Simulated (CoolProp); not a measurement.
Hexamethyldisiloxane (MM) along the isobar 2.23 MPa: fugacity coefficient from the reference equation and from simpler models built on Tc = 518.7 K, pc = 1.931 MPa, ω = 0.418; each cubic takes its own stable root.

Values from CoolProp's reference Helmholtz-energy equation of state, Thol 2016.

```tsv
T (K)	phase	reference	van der Waals	Peng-Robinson
271.1	liquid	0.0006523	0.04262	0.0007079
297.3	liquid	0.002878	0.07203	0.002984
323.5	liquid	0.009408	0.1113	0.009514
349.7	liquid	0.02450	0.1605	0.02449
375.9	liquid	0.05352	0.2190	0.05332
402.1	liquid	0.1018	0.2855	0.1015
428.3	liquid	0.1731	0.3586	0.1733
454.5	liquid	0.2688	0.4363	0.2698
480.7	liquid	0.3865	0.5161	0.3880
```
